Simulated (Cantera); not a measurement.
Charge: 1 mol SiO2, 0.0044 mol Si, 0.074 mol H2, 0.42 mol C, held at 2025 K and 75.0 Torr.

These are equilibrium values from Cantera (NASA tables, ideal gas, pure condensed phases), not measurements of a reactor. Candidate condensed phases: C, C6H6, C7H8, C8H18, H2O, Si, SiC, SiO2; 123 gas species. The tables hold silica as quartz up to 1696 K and as liquid above; real silica turns to tridymite and cristobalite and melts near 1996 K. Rates play no part.

Base state: SiO 0.464, CO 0.454, H2 0.0791, H 0.00171, CO2 0.000222, H2O 0.000180 (mole fractions); condensed: SiO2(l).

Problem. What changes in the equilibrium state with this change: H2 from 0.074 to 5.1 mol?

Solution. 
| species | before | after |
|---|---|---|
| H2 | 0.0791 | 0.832 |
| SiO | 0.464 | 0.0820 |
| CO | 0.454 | 0.0694 |
| H2O | 0.000180 | 0.0107 |
| H | 0.00171 | 0.00555 |
| CO2 | 0.000222 | 0.000192 |
| SiO2(l), mol | 0.575 | 0.510 |

Problem. What changes in the equilibrium state with this change: temperature from 2025 K to 1725 K?

Solution. 
```
species                 before     after
--------------------  --------  --------
CO                       0.454     0.759
H2                      0.0791     0.199
SiO                      0.464    0.0421
CO2                   0.000222   2.43e-5
H2O                   0.000180   2.24e-5
H                      0.00171  0.000262
SiO2(l), mol             0.575         0
SiC(s), mol                  0     0.138
SiO2(condensed), mol         0     0.851
```
Mutual solubility and eutectic melting of coexisting phases are not modelled.

Problem. What changes in the equilibrium state with this change: H2 from 0.074 to 0.023 mol?

Solution. 
```
species         before     after
------------  --------  --------
SiO              0.464     0.492
CO               0.454     0.481
H2              0.0791    0.0258
H2O           0.000180   5.56e-5
H              0.00171  0.000978
SiO2(l), mol     0.575     0.575
```
